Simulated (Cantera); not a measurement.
Gas mixture: CO₂ : C₂H₂ = 0.99 : 0.92 (molar parts), at 69.0 Pa, frozen composition.

Cantera's kinetic-theory transport with the Lennard-Jones parameters of GRI-Mech 3.0, ideal gas; thermal conductivity in the multicomponent form. The composition is frozen, though it would react at the higher temperatures.

One state of this run: ρ (kg/m³) = 0.000255; cp (J/kg/K) = 1783; μ (µPa s) = 38.5; λ (mW/m/K) = 94.0; Pr = 0.731; D (cm²/s) N₂ = 2470; D (cm²/s) H₂ = 9200; D (cm²/s) CH₄ = 2740. D: mixture-averaged diffusion coefficient of that species in the mixture.

Which value of T (K) does it belong to?
A) 1150
B) 550
C) 400
D) 850

A, 1150
